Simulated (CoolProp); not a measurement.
Vapour-liquid equilibrium of carbon dioxide (1) + n-perfluorobutane (2) at 248 K; x and y are mole fractions of (1).

Values from CoolProp's multi-fluid Helmholtz-energy mixture model, Span 1996 and Gao 2022; pair parameters Bell 2016.

```json
[
 {"x": "0.05", "bubble pressure, mixture model (kPa)": "146.6", "bubble pressure, Raoult's law (kPa)": "117.8", "y, mixture model": "0.757", "y, Raoult's law": "0.711"},
 {"x": "0.15", "bubble pressure, mixture model (kPa)": "400.7", "bubble pressure, Raoult's law (kPa)": "281.7", "y, mixture model": "0.913", "y, Raoult's law": "0.892"},
 {"x": "0.25", "bubble pressure, mixture model (kPa)": "646.5", "bubble pressure, Raoult's law (kPa)": "445.6", "y, mixture model": "0.947", "y, Raoult's law": "0.940"},
 {"x": "0.35", "bubble pressure, mixture model (kPa)": "[?]", "bubble pressure, Raoult's law (kPa)": "609.5", "y, mixture model": "0.960", "y, Raoult's law": "0.962"},
 {"x": "0.45", "bubble pressure, mixture model (kPa)": "989.9", "bubble pressure, Raoult's law (kPa)": "773.3", "y, mixture model": "0.967", "y, Raoult's law": "0.974"},
 {"x": "0.55", "bubble pressure, mixture model (kPa)": "1097", "bubble pressure, Raoult's law (kPa)": "937.2", "y, mixture model": "[?]", "y, Raoult's law": "0.983"},
 {"x": "0.65", "bubble pressure, mixture model (kPa)": "1190", "bubble pressure, Raoult's law (kPa)": "1101", "y, mixture model": "0.976", "y, Raoult's law": "0.989"},
 {"x": "0.75", "bubble pressure, mixture model (kPa)": "1292", "bubble pressure, Raoult's law (kPa)": "1265", "y, mixture model": "0.980", "y, Raoult's law": "0.993"},
 {"x": "0.85", "bubble pressure, mixture model (kPa)": "[?]", "bubble pressure, Raoult's law (kPa)": "1429", "y, mixture model": "0.987", "y, Raoult's law": "0.996"},
 {"x": "0.95", "bubble pressure, mixture model (kPa)": "1581", "bubble pressure, Raoult's law (kPa)": "1593", "y, mixture model": "0.995", "y, Raoult's law": "0.999"}
]
```

### Question
What belongs in the gaps?

### Answer

- 0.35, bubble pressure, mixture model (kPa): 845.1
- 0.55, y, mixture model: 0.972
- 0.85, bubble pressure, mixture model (kPa): 1419

The largest gap from Raoult's law is +45.1 % in bubble pressure, at x = 0.25. No azeotrope shows between x = 0.05 and 0.95.

The pair parameters rest on a limited set of measurements; away from them the model extrapolates. The gap from Raoult's law changes sign with composition, which may be real or a fault of the pair parameters; it wasn't checked against measurements.
